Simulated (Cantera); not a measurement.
## Transport properties of process gases

Gas mixture: 37.0 % C₂H₂, 8.44 % C₂H₄, 54.5 % CH₃OH, at 7.20 bar, frozen composition.

Cantera's kinetic-theory transport with the Lennard-Jones parameters of GRI-Mech 3.0, ideal gas; thermal conductivity in the mixture-averaged form. Polar gases are described roughly by these parameters. The composition is frozen, though it would react at the higher temperatures.

| T (K) | ρ (kg/m³) | cp (J/kg/K) | μ (µPa s) | λ (mW/m/K) | Pr | D (cm²/s) NO | D (cm²/s) CH₄ | D (cm²/s) NH₃ |
|---|---|---|---|---|---|---|---|---|
| 400 | 6.38 | 1733 | 13.3 | 31.2 | 0.737 | 0.0375 | 0.0407 | 0.0386 |
| 500 | 5.11 | 1966 | 16.4 | 43.7 | 0.739 | 0.0561 | 0.0614 | 0.0599 |
| 600 | 4.26 | 2178 | 19.4 | 56.8 | 0.743 | 0.0775 | 0.0852 | 0.0852 |
| 700 | 3.65 | 2360 | 22.2 | 70.2 | 0.745 | 0.101 | 0.112 | 0.114 |
| 800 | 3.19 | 2513 | 24.8 | 83.6 | 0.746 | 0.128 | 0.142 | 0.146 |
| 900 | 2.84 | 2647 | 27.3 | 96.9 | 0.746 | 0.156 | 0.174 | 0.182 |
| 1000 | 2.55 | 2781 | 29.7 | 110 | 0.751 | 0.187 | 0.208 | 0.220 |
| 1100 | 2.32 | 2890 | 32.0 | 123 | 0.752 | 0.220 | 0.245 | 0.261 |
| 1200 | 2.13 | 2988 | 34.2 | 136 | 0.753 | 0.255 | 0.285 | 0.305 |
D: mixture-averaged diffusion coefficient of that species in the mixture.
